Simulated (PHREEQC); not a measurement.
A solution holds 34 mmol/kgw AlCl3, at 25 °C. Closed to the air; pH follows from the charge balance.

The numbers come from PHREEQC with the ion-association model, wateq4f.dat.

No solid was allowed to form.

### Question
What pH does the model give?

### Answer
pH 3.47.

### Question
In which forms is Al present?

### Answer
Al+3 99 %, AlOH+2 1.2 % of the Al.
